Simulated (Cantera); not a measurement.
## Thermodynamics of fluorocarbon and chlorocarbon gases, feed CCl₄

Input: 1 mol CCl₄, held at 1.33 mbar.

Equilibrium computed with Cantera from the NASA thermochemical tables; the gas is ideal and each condensed phase is pure. Candidate condensed phases: C; 14 gas species. The tables' values for CCl are old estimates; treat these amounts as uncertain. Equilibrium is a limit: real reactors are often held back by kinetics, nucleation or transport.

| T (K) | x Cl | x C₃ | x C | x C₂ | n C(graphite) |
|---|---|---|---|---|---|
| 2625 | 0.997 | 0.00237 | 0.000641 | 0.000224 | 0.967 |
| 2650 | 0.995 | 0.00336 | 0.000872 | 0.000318 | 0.953 |
| 2675 | 0.994 | 0.00472 | 0.00118 | 0.000450 | 0.934 |
| 2700 | 0.991 | 0.00660 | 0.00159 | 0.000632 | 0.907 |
| 2725 | 0.988 | 0.00917 | 0.00213 | 0.000882 | 0.871 |
| 2750 | 0.983 | 0.0127 | 0.00283 | 0.00122 | 0.822 |
| 2775 | 0.977 | 0.0174 | 0.00375 | 0.00169 | 0.754 |
x: gas mole fraction; n: condensed amount in mol.

From 2625 K to 2775 K the condensed part is C(graphite). The main C-bearing gas is C₃ throughout. The share of C in condensed phases is highest at 2625 K (96.7 %) and lowest at 2775 K (75.4 %).
